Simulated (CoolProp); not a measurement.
Vapour-liquid equilibrium of R152A (1) + R113 (2) at 30.15 °C; x and y are mole fractions of (1).

Computed with CoolProp (multi-fluid Helmholtz-energy mixture model, Outcalt 1996 and Marx 1992; pair parameters Bell 2016).

Problem. Give the bubble pressure and the first vapour's composition at x = 0.2, 0.5, 0.95. Is there an azeotrope?

Solution. x = 0.2: 270.4 kPa, y = 0.817; x = 0.5: 460.8 kPa, y = 0.913; x = 0.95: 663.8 kPa, y = 0.987. No azeotrope shows between x = 0.05 and 0.95.

Pair parameters are fitted to limited data, so mixtures are less certain than the pure fluids.
